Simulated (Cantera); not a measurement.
An isothermal, constant-pressure homogeneous reactor starts with NH₃ : H₂ = 1 : 2.4 (molar parts), at 2350 K and 0.360 bar.

Model: the gas-phase N/H chemistry of the illustrative SiF4/NH3 mechanism in the Surface Chemkin manual (1991), integrated in Cantera. Walls and surfaces, which speed up NH3 decomposition in real reactors, are not modelled.

x: mole fraction; the columns are a selection and need not sum to one.

| t (s) | x NH₃ | x H₂ | x NH | x H | x N₂ |
|---|---|---|---|---|---|
| 2.00e-6 | 0.294 | 0.706 | … | 5.07e-5 | 2.01e-11 |
| 8.29e-6 | 0.294 | 0.706 | … | 0.000207 | 2.79e-8 |
| 3.44e-5 | 0.293 | 0.705 | … | 0.000815 | 2.47e-5 |
| 0.000143 | 0.286 | 0.708 | 9.65e-5 | 0.00170 | 0.00200 |
| 0.000591 | 0.256 | 0.726 | 9.60e-5 | 0.00183 | 0.0136 |
| 0.00245 | 0.165 | 0.782 | … | 0.00226 | 0.0489 |
| 0.0102 | 0.0297 | 0.864 | … | 0.00448 | 0.102 |
| 0.0421 | 5.81e-5 | 0.868 | … | 0.0193 | 0.113 |
| 0.175 | 6.34e-6 | 0.868 | … | 0.0195 | 0.113 |
| 0.724 | 1.68e-6 | 0.868 | … | 0.0195 | 0.113 |
| 3.00 | 1.20e-6 | 0.868 | … | 0.0195 | 0.113 |

Task: What belongs in the gaps?

Result: 
- 2.00e-6, x NH: 6.18e-8
- 8.29e-6, x NH: 1.46e-6
- 3.44e-5, x NH: 2.38e-5
- 0.00245, x NH: 8.46e-5
- 0.0102, x NH: 5.14e-5
- 0.0421, x NH: 1.90e-6
- 0.175, x NH: 2.11e-7
- 0.724, x NH: 5.59e-8
- 3.00, x NH: 4.01e-8
